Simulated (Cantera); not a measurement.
A perfectly stirred reactor is fed with N2O : H2 : N2 = 1 : 0.023 : 6.2 (molar parts), at 0.132 atm; it is held at 1250 K, and followed from long to short residence time.

Detailed kinetics in Cantera: GRI-Mech 3.0 (53 species, 325 reactions). GRI-Mech 3.0 was tuned for natural gas; its chemistry of N2O as a main component is partial and can be far from experiment. The mechanism lacks the step 2 NO + O2 → 2 NO2, which can matter for NO2 below about 1400 K. The temperature is held fixed by assumption; the heat of reaction is taken as removed at once.

Q: What does this change do: N2 6.2 to 2 parts?

A: 
```json
[
 {"quantity": "x(N2O) at τ = 4.70 s", "before": "0.0675", "after": "0.153"},
 {"quantity": "x(H2) at τ = 4.70 s", "before": "1.65e-5", "after": "2.60e-5"},
 {"quantity": "x(H2O) at τ = 4.70 s", "before": "0.00306", "after": "0.00702"},
 {"quantity": "x(H) at τ = 4.70 s", "before": "4.16e-8", "after": "3.37e-8"},
 {"quantity": "x(NO) at τ = 4.70 s", "before": "0.00722", "after": "0.0165"},
 {"quantity": "x(N2O) at τ = 97.0 ms", "before": "0.133", "after": "0.316"},
 {"quantity": "x(H2) at τ = 97.0 ms", "before": "0.000435", "after": "0.000784"},
 {"quantity": "x(H2O) at τ = 97.0 ms", "before": "0.00273", "after": "0.00679"},
 {"quantity": "x(H) at τ = 97.0 ms", "before": "8.52e-7", "after": "8.62e-7"},
 {"quantity": "x(NO) at τ = 97.0 ms", "before": "0.000311", "after": "0.000758"}
]
```
